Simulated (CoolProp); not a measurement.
Acetone along the isobar 21.3 bar: Z from the reference equation and from simpler models built on Tc = 508.1 K, pc = 46.92 bar, ω = 0.307; each cubic takes its own stable root.

Values from CoolProp's reference Helmholtz-energy equation of state, Lemmon 2006. It is a short technical equation, of lower accuracy than the large ones.

```csv
T (K),phase,reference
455.7,liquid,0.05853
460.5,gas,0.6685
465.3,gas,0.6891
470,gas,0.7067
474.8,gas,0.7226
479.6,gas,0.7370
484.4,gas,0.7500
489.1,gas,0.7617
493.9,gas,0.7727
498.7,gas,0.7828
503.5,gas,0.7921
508.2,gas,0.8007
513,gas,0.8088
```

Problem. How far does each simpler model (Redlich-Kwong, Soave-Redlich-Kwong) lie from the reference over these 13 states: mean and median of the absolute difference, and the worst?

Solution. 
- Redlich-Kwong: mean 94.8 %, median 5.7 %, worst +1159.4 % at 455.7 K and 21.3 bar
- Soave-Redlich-Kwong: mean 7.4 %, median 4.7 %, worst +35.2 % at 455.7 K and 21.3 bar

At some of these states Redlich-Kwong gives the other phase, because its saturation line lies elsewhere.
